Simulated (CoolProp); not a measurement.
Aqueous potassium carbonate as a coolant, at 22 °C, 1 atm.

Model: Melinder's fits for secondary coolants, in CoolProp.

```tsv
mass %	freezing point (°C)	density (kg/m³)	conductivity (W/(m K))	viscosity (mPa s)	cp (kJ/(kg K))
5	-1.6	1043	0.597	1.07	3.908
7.4	-2.6	1066	0.595	1.13	3.803
9.8	-3.5	1088	0.592	1.21	3.706
12.2	-4.6	1111	0.589	1.29	3.613
14.5	-5.6	1134	0.587	1.38	3.524
16.9	-6.9	1158	0.585	1.49	3.431
19.3	-8.3	1182	0.583	1.61	3.339
21.7	-10.0	1207	0.581	1.75	3.247
24.1	-12.0	1233	0.578	1.91	3.159
26.4	-14.2	1258	0.576	2.09	3.078
28.8	-17.0	1284	0.574	2.31	2.999
31.2	-20.3	1311	0.571	2.58	2.927
```
